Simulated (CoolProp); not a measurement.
CH2F2 (R32) along the isobar 1.01 bar: Z from the reference equation and from simpler models built on Tc = 78.1 °C, pc = 57.83 bar, ω = 0.277; each cubic takes its own stable root.

The numbers come from the reference Helmholtz-energy equation of state, Tillner-Roth 1997 in CoolProp.

| T (°C) | phase | reference |
|---|---|---|
| -115.85 | liquid | 0.002915 |
| -89.75 | liquid | 0.002624 |
| -63.65 | liquid | 0.002422 |
| -37.55 | gas | 0.9685 |
| -11.45 | gas | 0.9796 |
| 14.65 | gas | 0.9859 |
| 40.75 | gas | 0.9898 |
| 66.85 | gas | 0.9923 |

Task: How far does each simpler model (van der Waals, Redlich-Kwong, Soave-Redlich-Kwong, Peng-Robinson) lie from the reference over these 8 states: mean and median of the absolute difference, and the worst?

Result: 
- van der Waals: mean 9711.8 %, median 1.5 %, worst +40473.9 % at -63.65 °C and 1.01 bar
- Redlich-Kwong: mean 5027.1 %, median 1.0 %, worst +40147.7 % at -63.65 °C and 1.01 bar
- Soave-Redlich-Kwong: mean 11.4 %, median 0.8 %, worst +30.9 % at -115.85 °C and 1.01 bar
- Peng-Robinson: mean 5.9 %, median 0.7 %, worst +16.6 % at -115.85 °C and 1.01 bar

At some of these states van der Waals, Redlich-Kwong gives the other phase, because its saturation line lies elsewhere.
